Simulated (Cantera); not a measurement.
An adiabatic, constant-volume homogeneous reactor starts with CO : H2 : O2 : N2 = 1 : 0.071 : 0.754 : 2.84 (molar parts), equivalence ratio 0.71, at 1450 K and 0.440 bar. Integrator tolerance rtol = 1e-08.

Cantera simulation using GRI-Mech 3.0 (53 species, 325 reactions); the numbers are that mechanism's predictions, not measurements.

**Question.** What does this change do: pressure from 0.440 bar to 1.01 bar?

**Answer.** 
```
quantity                                                              before                                      after
---------------------------------  -----------------------------------------  -----------------------------------------
time of steepest temperature rise                                   0.173 ms                                    72.7 µs
temperature at 0.200 s                                                2726 K                                     2792 K
equilibrium temperature                                               2726 K                                     2792 K
x(CO) at 0.200 s                       0.0740 (gas-phase equilibrium 0.0740)      0.0683 (gas-phase equilibrium 0.0683)
x(H2) at 0.200 s                   0.000759 (gas-phase equilibrium 0.000759)  0.000685 (gas-phase equilibrium 0.000685)
x(O2) at 0.200 s                       0.0715 (gas-phase equilibrium 0.0715)      0.0690 (gas-phase equilibrium 0.0690)
x(H2O2) at 0.200 s                   2.81e-8 (gas-phase equilibrium 2.81e-8)    4.97e-8 (gas-phase equilibrium 4.97e-8)
x(NO) at 0.200 s                       0.0175 (gas-phase equilibrium 0.0175)      0.0190 (gas-phase equilibrium 0.0190)
x(O) at 0.200 s                        0.0123 (gas-phase equilibrium 0.0123)      0.0103 (gas-phase equilibrium 0.0103)
x(NO2) at 0.200 s                    6.42e-6 (gas-phase equilibrium 6.42e-6)    9.90e-6 (gas-phase equilibrium 9.90e-6)
```

**Question.** What does this change do: N2 2.84 to 6.4 parts?

**Answer.** 
```json
[
 {"quantity": "time of steepest temperature rise", "before": "0.173 ms", "after": "0.334 ms"},
 {"quantity": "temperature at 0.200 s", "before": "2726 K", "after": "2446 K"},
 {"quantity": "equilibrium temperature", "before": "2726 K", "after": "2446 K"},
 {"quantity": "x(CO) at 0.200 s", "before": "0.0740 (gas-phase equilibrium 0.0740)", "after": "0.0199 (gas-phase equilibrium 0.0199)"},
 {"quantity": "x(H2) at 0.200 s", "before": "0.000759 (gas-phase equilibrium 0.000759)", "after": "0.000230 (gas-phase equilibrium 0.000230)"},
 {"quantity": "x(O2) at 0.200 s", "before": "0.0715 (gas-phase equilibrium 0.0715)", "after": "0.0323 (gas-phase equilibrium 0.0323)"},
 {"quantity": "x(H2O2) at 0.200 s", "before": "2.81e-8 (gas-phase equilibrium 2.81e-8)", "after": "7.13e-9 (gas-phase equilibrium 7.13e-9)"},
 {"quantity": "x(NO) at 0.200 s", "before": "0.0175 (gas-phase equilibrium 0.0175)", "after": "0.00836 (gas-phase equilibrium 0.00836)"},
 {"quantity": "x(O) at 0.200 s", "before": "0.0123 (gas-phase equilibrium 0.0123)", "after": "0.00238 (gas-phase equilibrium 0.00238)"},
 {"quantity": "x(NO2) at 0.200 s", "before": "6.42e-6 (gas-phase equilibrium 6.42e-6)", "after": "2.58e-6 (gas-phase equilibrium 2.58e-6)"}
]
```
